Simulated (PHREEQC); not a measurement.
Solution (20 °C): 0.056 mol CuCl2, 0.021 mol HBF4 and 0.0004 mol NaCl per kg of water. Closed to the air; pH follows from the charge balance.

Equilibrium calculation in PHREEQC: ion-association model, phreeqc.dat.

Precipitation was switched off in this run.

Problem. Estimate the pH.

Solution. pH 1.79.

Problem. In which forms is B present?

Solution. BF4- 88 %, H3BO3 7.3 %, BF3OH- 4.2 %, BF2(OH)2- 0.7 % of the B.

Real BF4- forms and hydrolyses slowly; the run takes it at equilibrium.
